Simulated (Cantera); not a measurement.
A closed system holds: 1 mol Fe(CO)5, 47 mol N2, 0.036 mol H2, equilibrated at 1298 K and 4.50 mbar.

These are equilibrium values from Cantera (NASA tables, ideal gas, pure condensed phases), not measurements of a reactor. Candidate condensed phases: C, C6H6, C7H8, C8H18, Fe, Fe(CO)5, FeO, Fe(OH)2, Fe(OH)3, Fe2O3, Fe3O4, H2O; 140 gas species. The numbers say what is thermodynamically allowed, not how fast it happens.

Base state: N2 0.903, CO 0.0961, H2 0.000691 (mole fractions); condensed: Fe(γ).

**Question.** What changes in the equilibrium state with this change: temperature from 1298 K to 798 K?

**Answer.** 
```tsv
species	before	after
N2	0.903	0.907
CO	0.0961	0.0889
CO2	1.05e-6	0.00375
H2	0.000691	0.000688
Fe(γ), mol	1.000	0
C(graphite), mol	0	0.195
Fe(α), mol	0	1.00
```
Condensed phases not in the tables: cementite and carbon dissolved in iron.
